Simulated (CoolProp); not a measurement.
Vapour-liquid equilibrium of n-pentane (1) + acetone (2) at 109.55 °C; x and y are mole fractions of (1).

Computed with CoolProp (multi-fluid Helmholtz-energy mixture model, Thol 2019 and Lemmon 2006; pair parameters Bell 2016).

| x | bubble pressure, mixture model (bar) | bubble pressure, Raoult's law (bar) | y, mixture model | y, Raoult's law |
|---|---|---|---|---|
| 0.05 | 5.445 | 4.856 | 0.156 | 0.075 |
| 0.2 | 6.891 | 5.243 | 0.395 | 0.279 |
| 0.35 | 7.658 | 5.630 | 0.511 | 0.454 |
| 0.5 | 8.063 | 6.017 | 0.591 | 0.607 |
| 0.65 | 8.238 | 6.405 | 0.667 | 0.742 |
| 0.8 | 8.164 | 6.792 | 0.763 | 0.861 |
| 0.95 | 7.650 | 7.179 | 0.919 | 0.967 |

The largest gap from Raoult's law is +36.0 % in bubble pressure, at x = 0.35. y crosses x between x = 0.65 and 0.8: the model has an azeotrope there.

Pair parameters are fitted to limited data, so mixtures are less certain than the pure fluids.
